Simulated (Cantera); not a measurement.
Input (Python, Cantera):

```python
import numpy as np
import cantera as ct

gas = ct.Solution("h2o2.yaml")
gas.TPX = 1100, 190, {'H2': 0.15, 'O2': 1, 'N2': 0.29}
reactor = ct.IdealGasConstPressureReactor(gas, energy="off", clone=False)
net = ct.ReactorNet([reactor])
net.rtol, net.atol = 1e-08, 1e-18
show = ['H2', 'O2', 'O', 'HO2', 'H', 'H2O2', 'H2O']
times = np.geomspace(3e-06, 4, 10)

steps = ct.SolutionArray(gas, extra=["t"])
rows = []
print(f"{'t/s':>10s}{'T/K':>9s}{'P/Pa':>11s}" + "".join(f"{s:>11s}" for s in show))
for t in times:
    while net.time < t:
        t_next = net.step()
        steps.append(gas.state, t=t_next)
    rows.append([np.interp(t, steps.t, y) for y in (steps.T, steps.P, *steps(*show).X.T)])
    print(f"{t:10.3e}{rows[-1][0]:9.1f}{rows[-1][1]:11.4g}" + "".join(f"{x:11.3e}" for x in rows[-1][2:]))
rate = np.gradient(steps.T, steps.t)
print("integrator steps:", len(steps.t))
if steps.T.max() > steps.T[0] + 200:
    print(f"time of steepest temperature rise: {steps.t[rate.argmax()]:.4e} s")
gas.TPX = 1100, 190, {'H2': 0.15, 'O2': 1, 'N2': 0.29}
gas.equilibrate("TP")
print(f"equilibrium (TP): T = {gas.T:.1f} K  " + "  ".join(f"{s} {gas[s].X[0]:.3e}" for s in show))
```

It prints:

```
       t/s      T/K       P/Pa         H2         O2          O        HO2          H       H2O2        H2O
 3.000e-06   1100.0        190  1.042e-01  6.944e-01  7.892e-15  3.599e-12  3.591e-12  2.571e-18  3.340e-17
 1.438e-05   1100.0        190  1.042e-01  6.944e-01  1.790e-13  1.725e-11  1.707e-11  5.881e-17  3.359e-15
 6.890e-05   1100.0        190  1.042e-01  6.944e-01  3.914e-12  8.266e-11  7.908e-11  1.335e-15  3.370e-13
 3.302e-04   1100.0        190  1.042e-01  6.944e-01  7.777e-11  3.962e-10  3.471e-10  3.051e-14  2.885e-11
 1.582e-03   1100.0        190  1.042e-01  6.944e-01  1.534e-09  1.899e-09  2.277e-09  7.001e-13  1.914e-09
 7.583e-03   1100.0        190  1.042e-01  6.944e-01  5.506e-07  9.922e-09  6.496e-07  1.640e-11  1.192e-06
 3.634e-02   1100.0        190  3.621e-03  6.305e-01  4.414e-02  8.833e-07  3.456e-02  1.905e-08  8.132e-02
 1.742e-01   1100.0        190  2.863e-03  6.374e-01  3.845e-02  8.936e-07  2.659e-02  1.902e-08  8.730e-02
 8.347e-01   1100.0        190  1.443e-03  6.600e-01  1.740e-02  8.756e-07  8.375e-03  2.538e-08  1.011e-01
 4.000e+00   1100.0        190  1.309e-04  6.760e-01  1.505e-03  4.255e-07  2.144e-04  2.441e-08  1.091e-01
integrator steps: 1101
equilibrium (TP): T = 1100.0 K  H2 4.062e-09  O2 6.777e-01  O 4.744e-08  HO2 2.101e-09  H 3.805e-11  H2O2 3.563e-11  H2O 1.099e-01
```

Model: the H2/O2 subset of GRI-Mech 3.0, which has no nitrogen chemistry, integrated in Cantera. Radical loss at walls, strong at low pressure, is not modelled. The temperature is held fixed by assumption; the heat of reaction is taken as removed at once.
